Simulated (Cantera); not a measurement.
Source: NASA polynomial tables (part measured, part estimated), evaluated in Cantera. Values are per mole of reaction as written; species without (g) are pure solids or liquids, kept so even where they would boil at 1 bar.

V + O2(g) → VO2(g), with ΔH° = -232.7 kJ and ΔS° = 31.1 J/K at 300 K.

Question: How far is the shortcut ΔG° ≈ ΔH°(300 K) − T·ΔS°(300 K) from the full temperature-dependent value at 1750, 1850, 1950, 2050, 2150, 2250, 2350, 2450, 2550, 2650 K?

Answer: 
```csv
T (K),shortcut (kJ),full (kJ),difference (kJ),difference in log10 K,condensed phases
1750,-287.1,-272.7,-14.4,0.43,V(s)
1850,-290.2,-274.1,-16.2,0.46,V(s)
1950,-293.3,-275.3,-18.0,0.48,V(s)
2050,-296.5,-276.5,-20.0,0.51,V(s)
2150,-299.6,-277.5,-22.1,0.54,V(s)
2250,-302.7,-277.8,-24.9,0.58,V(l)
2350,-305.8,-277.6,-28.2,0.63,V(l)
2450,-308.9,-277.2,-31.7,0.68,V(l)
2550,-312.0,-276.7,-35.3,0.72,V(l)
2650,-315.1,-276.2,-39.0,0.77,V(l)
```
The shortcut ignores heat capacities and the phase changes listed.
